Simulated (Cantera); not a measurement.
A diamond (100) surface in a fixed gas of H2 with x(CH4) = 0.019, x(CH3) = 0.0012, at 1350 K, 0.0310 bar; coverages are run to steady state.

Computed with Cantera and the Harris–Goodwin 1993 mechanism for the reconstructed diamond (100) surface.

θ: site fractions in the mechanism's names (c6HH fully hydrogenated, c6H* and c6*H radical sites, c6** diradical, c6HM methylated).

| x(H) | growth (µm/h) | θ c6HH | θ c6H* | θ c6*H | θ c6** | θ c6HM |
|---|---|---|---|---|---|---|
| 0.0001 | 0.0561 | 0.683 | 0.0287 | 0.283 | 0.00355 | 0.000229 |
| 0.00022 | 0.277 | 0.561 | 0.0392 | 0.386 | 0.00904 | 0.000322 |
| 0.00049 | 0.983 | 0.466 | 0.0468 | 0.462 | 0.0183 | 0.000411 |
| 0.0011 | 2.45 | 0.407 | 0.0511 | 0.504 | 0.0297 | 0.000504 |
| 0.0024 | 4.40 | 0.377 | 0.0531 | 0.523 | 0.0402 | 0.000591 |
| 0.0052 | 6.42 | 0.361 | 0.0540 | 0.532 | 0.0479 | 0.000655 |
| 0.011 | 8.47 | 0.354 | 0.0544 | 0.536 | 0.0526 | 0.000685 |
| 0.025 | ? | 0.350 | 0.0547 | 0.538 | 0.0554 | 0.000677 |
| 0.056 | ? | 0.348 | 0.0550 | 0.538 | 0.0568 | ? |

Q: Some entries are withheld; supply them.

A: 
- 0.025, growth (µm/h): 11.5
- 0.056, growth (µm/h): 16.4
- 0.056, θ c6HM: 0.000622
